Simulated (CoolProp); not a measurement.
Vapour-liquid equilibrium of dimethyl ether (1) + R236EA (2) at 322.6 K; x and y are mole fractions of (1).

Model: multi-fluid Helmholtz-energy mixture model, Wu 2011 and Rui 2013; pair parameters Bell 2016, in CoolProp.

Q: Give the bubble pressure and the first vapour's composition at x = 0.35, 0.85, 0.95. Is there an azeotrope?

A: x = 0.35: 0.5062 MPa, y = 0.453; x = 0.85: 0.9390 MPa, y = 0.958; x = 0.95: 1.067 MPa, y = 0.990. No azeotrope shows between x = 0.05 and 0.95.

Pair parameters are fitted to limited data, so mixtures are less certain than the pure fluids.
